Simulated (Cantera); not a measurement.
# Ammonia decomposition in nitride growth gas

An isothermal, constant-pressure homogeneous reactor starts with NH3 : H2 = 1 : 0.37 (molar parts), at 2175 K and 1.28 atm.

Detailed kinetics in Cantera: the gas-phase N/H chemistry of the illustrative SiF4/NH3 mechanism in the Surface Chemkin manual (1991). Walls and surfaces, which speed up NH3 decomposition in real reactors, are not modelled.

```tsv
t (s)	x NH3	x H2	x N2H4	x N2H2	x H	x NH	x N
2.00e-5	0.727	0.271	4.70e-7	5.91e-6	0.000208	2.62e-5	9.70e-7
8.60e-5	0.714	0.279	7.93e-7	1.15e-5	0.000284	4.32e-5	2.04e-6
0.000369	0.664	0.316	7.08e-7	1.02e-5	0.000326	4.30e-5	2.16e-6
0.00159	0.494	0.436	4.62e-7	6.62e-6	0.000485	4.10e-5	2.45e-6
0.00682	0.178	0.661	1.13e-7	1.79e-6	0.00101	3.07e-5	2.79e-6
0.0293	0.00805	0.781	1.40e-9	4.23e-8	0.00293	8.91e-6	2.10e-6
0.126	0.000343	0.785	4.27e-12	1.59e-10	0.00381	6.41e-7	1.97e-7
0.541	6.30e-5	0.786	<1e-12	7.06e-12	0.00382	1.18e-7	3.64e-8
2.33	1.49e-5	0.786	<1e-12	2.01e-12	0.00382	2.79e-8	8.59e-9
10.0	6.63e-6	0.786	<1e-12	1.77e-12	0.00382	1.24e-8	3.83e-9
```
x: mole fraction; the columns are a selection and need not sum to one.

Equilibrium at this temperature and pressure: NH3 6.39e-6, H2 0.786, N2H4 <1e-12, N2H2 1.77e-12, H 0.00382, NH 1.20e-8, N 3.69e-9 (gas phase only).
